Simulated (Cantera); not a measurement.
A perfectly stirred reactor is fed with H₂ : O₂ : N₂ = 1 : 0.725 : 2.72 (molar parts), equivalence ratio 0.69, at 1430 Torr; it is adiabatic with a 300 K inlet, and is followed from long to short residence time, starting on the burning branch (τ in s: 0.035, 0.018, 0.009, 0.0045, 0.0023, 0.0012, 0.00059, 0.0003, 0.00015, 7.6e-05, 3.9e-05, 2e-05).

Model: GRI-Mech 3.0 (53 species, 325 reactions), integrated in Cantera.

Predict: blow-out, bracketed by the residence times tried; x(H₂) at τ = 35.0 ms; x(O₂) at τ = 35.0 ms; x(OH) at τ = 35.0 ms; x(H₂O₂) at τ = 35.0 ms; x(N₂O) at τ = 35.0 ms; x(H₂) at τ = 0.590 ms; x(O₂) at τ = 0.590 ms; x(OH) at τ = 0.590 ms; x(H₂O₂) at τ = 0.590 ms; x(N₂O) at τ = 0.590 ms.


| Property | Result |
|---|---|
| blow-out, bracketed by the residence times tried | burning at 20.0 µs, the shortest tried |
| x(H₂) at τ = 35.0 ms | 0.000489 |
| x(O₂) at τ = 35.0 ms | 0.0564 |
| x(OH) at τ = 35.0 ms | 0.00277 |
| x(H₂O₂) at τ = 35.0 ms | 2.00e-7 |
| x(N₂O) at τ = 35.0 ms | 4.16e-7 |
| x(H₂) at τ = 0.590 ms | 0.00525 |
| x(O₂) at τ = 0.590 ms | 0.0565 |
| x(OH) at τ = 0.590 ms | 0.00793 |
| x(H₂O₂) at τ = 0.590 ms | 7.44e-7 |
| x(N₂O) at τ = 0.590 ms | 5.20e-7 |
